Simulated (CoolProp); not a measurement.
Vapour pressure (kPa) of water: the reference equation beside estimates from Tc = 647.1 K, pc = 22060 kPa, ω = 0.344.

Values from CoolProp's reference Helmholtz-energy equation of state, Wagner 2002.

```
T (K)  reference  van der Waals  Peng-Robinson
-----  ---------  -------------  -------------
429.3      560.0           3344              ?
435.4      654.4           3604          648.6
441.5          ?           3876          756.2
447.5      879.0           4156          875.3
453.6       1013           4455           1011
459.7       1163           4767           1163
465.7       1327              ?           1329
471.8       1512           5427              ?
477.8       1712           5775           1720
```

**Question.** Complete the blanks.

**Answer.** 
- 429.3, Peng-Robinson: 553.5
- 441.5, reference: 761.1
- 465.7, van der Waals: 5087
- 471.8, Peng-Robinson: 1517

Absolute difference from the reference over all 9 rows, mean and median: van der Waals 351.0 and 339.8 %, Peng-Robinson 0.5 and 0.4 %.
